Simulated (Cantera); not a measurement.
A Cantera script and its output.

```python
import numpy as np
import cantera as ct

gas = ct.Solution("SiF4_NH3_mec.yaml", "gas")
gas.TPX = 2200, 101325, {'NH3': 1, 'N2': 0.39}
reactor = ct.IdealGasConstPressureReactor(gas, energy="off", clone=False)
net = ct.ReactorNet([reactor])
net.rtol, net.atol = 1e-08, 1e-18
show = ['NH3', 'N', 'NH', 'N2H2', 'NH2']
times = np.geomspace(4e-06, 100, 15)

steps = ct.SolutionArray(gas, extra=["t"])
rows = []
print(f"{'t/s':>10s}{'T/K':>9s}{'P/Pa':>11s}" + "".join(f"{s:>11s}" for s in show))
for t in times:
    while net.time < t:
        t_next = net.step()
        steps.append(gas.state, t=t_next)
    rows.append([np.interp(t, steps.t, y) for y in (steps.T, steps.P, *steps(*show).X.T)])
    print(f"{t:10.3e}{rows[-1][0]:9.1f}{rows[-1][1]:11.4g}" + "".join(f"{x:11.3e}" for x in rows[-1][2:]))
rate = np.gradient(steps.T, steps.t)
print("integrator steps:", len(steps.t))
if steps.T.max() > steps.T[0] + 200:
    print(f"time of steepest temperature rise: {steps.t[rate.argmax()]:.4e} s")
gas.TPX = 2200, 101325, {'NH3': 1, 'N2': 0.39}
gas.equilibrate("TP")
print(f"equilibrium (TP): T = {gas.T:.1f} K  " + "  ".join(f"{s} {gas[s].X[0]:.3e}" for s in show))
```

Output:

```
       t/s      T/K       P/Pa        NH3          N         NH       N2H2        NH2
 4.000e-06   2200.0  1.013e+05  7.188e-01  1.049e-09  7.639e-07  1.507e-07  4.411e-04
 1.350e-05   2200.0  1.013e+05  7.173e-01  2.232e-08  8.450e-06  2.306e-06  1.422e-03
 4.559e-05   2200.0  1.013e+05  7.117e-01  1.339e-07  2.672e-05  1.207e-05  2.968e-03
 1.539e-04   2200.0  1.013e+05  6.915e-01  4.851e-07  3.394e-05  1.335e-05  2.965e-03
 5.197e-04   2200.0  1.013e+05  6.291e-01  1.380e-06  4.129e-05  1.125e-05  2.517e-03
 1.755e-03   2200.0  1.013e+05  4.684e-01  2.572e-06  4.523e-05  7.192e-06  1.880e-03
 5.924e-03   2200.0  1.013e+05  2.037e-01  3.335e-06  3.778e-05  2.471e-06  1.026e-03
 2.000e-02   2200.0  1.013e+05  2.219e-02  3.411e-06  1.789e-05  1.950e-07  2.239e-04
 6.752e-02   2200.0  1.013e+05  3.789e-04  6.136e-07  1.463e-06  4.999e-10  8.291e-06
 2.280e-01   2200.0  1.013e+05  6.325e-05  1.049e-07  2.482e-07  1.631e-11  1.395e-06
 7.697e-01   2200.0  1.013e+05  1.692e-05  2.808e-08  6.641e-08  3.150e-12  3.731e-07
 2.599e+00   2200.0  1.013e+05  6.087e-06  1.011e-08  2.390e-08  2.266e-12  1.343e-07
 8.773e+00   2200.0  1.013e+05  4.538e-06  7.534e-09  1.782e-08  2.208e-12  1.001e-07
 2.962e+01   2200.0  1.013e+05  4.525e-06  7.512e-09  1.776e-08  2.207e-12  9.980e-08
 1.000e+02   2200.0  1.013e+05  4.525e-06  7.512e-09  1.776e-08  2.207e-12  9.980e-08
integrator steps: 1856
equilibrium (TP): T = 2200.0 K  NH3 4.525e-06  N 7.512e-09  NH 1.776e-08  N2H2 2.207e-12  NH2 9.980e-08
```

Cantera simulation using the gas-phase N/H chemistry of the illustrative SiF4/NH3 mechanism in the Surface Chemkin manual (1991); the numbers are that mechanism's predictions, not measurements. Walls and surfaces, which speed up NH3 decomposition in real reactors, are not modelled.
